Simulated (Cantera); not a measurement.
## Pyrogenic steam for wet oxidation

An isothermal, constant-pressure homogeneous reactor starts with H2 : O2 : N2 = 0.32 : 1 : 14 (molar parts), at 900 K and 428 Torr.

Computed with Cantera and the H2/O2 subset of GRI-Mech 3.0, which has no nitrogen chemistry. Below about 950 K walls govern HO2 and H2O2 in real vessels.

| t (s) | x H2 | x O2 | x H2O | x OH | x H2O2 | x HO2 |
|---|---|---|---|---|---|---|
| 0.000100 | 0.0209 | 0.0653 | 1.04e-12 | <1e-12 | <1e-12 | 4.48e-12 |
| 0.000528 | 0.0209 | 0.0653 | 2.91e-11 | <1e-12 | <1e-12 | 4.91e-11 |
| 0.00278 | 0.0209 | 0.0653 | 5.83e-10 | 2.35e-12 | 1.80e-12 | 7.06e-10 |
| 0.0147 | 0.0209 | 0.0653 | 6.83e-9 | 4.66e-12 | 1.08e-10 | 7.56e-9 |
| 0.0775 | 0.0209 | 0.0653 | 2.40e-7 | 7.82e-11 | 1.38e-8 | 2.34e-7 |
| 0.409 | 0.00856 | 0.0594 | 0.0123 | 1.55e-7 | 0.000105 | 1.47e-5 |
| 2.16 | 0.00161 | 0.0561 | 0.0194 | 1.03e-7 | 3.39e-5 | 6.40e-6 |
| 11.4 | 6.43e-5 | 0.0554 | 0.0210 | 2.23e-8 | 3.89e-7 | 6.05e-7 |
| 60.0 | 4.23e-6 | 0.0554 | 0.0211 | 3.47e-9 | 3.64e-9 | 5.76e-8 |
x: mole fraction; the columns are a selection and need not sum to one.

Equilibrium at this temperature and pressure: H2 <1e-12, O2 0.0554, H2O 0.0211, OH 4.99e-9, H2O2 2.55e-12, HO2 2.32e-11 (gas phase only).
